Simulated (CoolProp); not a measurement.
Vapour-liquid equilibrium of carbon dioxide (1) + 1-butene (2) at 224.4 K; x and y are mole fractions of (1).

The numbers come from the multi-fluid Helmholtz-energy mixture model, Span 1996 and Lemmon 2005; pair parameters Bell 2016 in CoolProp.

```tsv
x	bubble pressure, mixture model (MPa)	bubble pressure, Raoult's law (MPa)	y, mixture model	y, Raoult's law
0.05	0.06346	0.04861	?	0.738
0.15	?	0.1190	0.928	0.904
0.25	?	0.1895	0.958	0.947
0.35	0.3563	0.2599	0.971	0.966
0.45	0.4267	0.3303	0.978	0.978
0.55	0.4827	0.4007	?	0.985
0.65	0.5296	0.4712	0.985	0.990
0.75	0.5741	0.5416	0.989	0.994
0.85	?	0.6120	0.992	0.997
0.95	0.6821	0.6824	0.997	0.999
```

Question: What belongs in the gaps?

Answer: 
- 0.05, y, mixture model: 0.795
- 0.15, bubble pressure, mixture model (MPa): 0.1687
- 0.25, bubble pressure, mixture model (MPa): 0.2693
- 0.55, y, mixture model: 0.982
- 0.85, bubble pressure, mixture model (MPa): 0.6228

The largest gap from Raoult's law is +42.1 % in bubble pressure, at x = 0.25. No azeotrope shows between x = 0.05 and 0.95.

Pair parameters are fitted to limited data, so mixtures are less certain than the pure fluids.
